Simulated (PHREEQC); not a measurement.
Dissolve 0.04 mol/kgw HF and 0.0044 mol/kgw NH4F at 40 °C. Closed to the air; pH follows from the charge balance.

Equilibrium calculation in PHREEQC: ion-association model, wateq4f.dat.

| quantity | before | after |
|---|---|---|
| pH | 2.55 | 2.35 |
| ionic strength (mol/kgw) | 0.00743 | 0.0177 |
| HF (mol/kgw) | 0.0328 | 0.0316 |
| F- (mol/kgw) | 0.00653 | 0.00418 |
| H2F2 (mol/kgw) | 0.00161 | 0.00150 |
| HF2- (mol/kgw) | 0.000902 | 0.000558 |

Question: Which change was made?
(A) HF left out
(B) temperature from 40 to 15 °C
(C) diluted 5-fold with water
(D) temperature from 40 to 75 °C
(E) NH4F replaced by Cu(BF4)2 at the same molality

Answer: E, NH4F replaced by Cu(BF4)2 at the same molality

No solid was allowed to form. At this temperature some constants are extrapolated from 25 °C, and those without enthalpy data are left unchanged. Real BF4- forms and hydrolyses slowly; the run takes it at equilibrium.
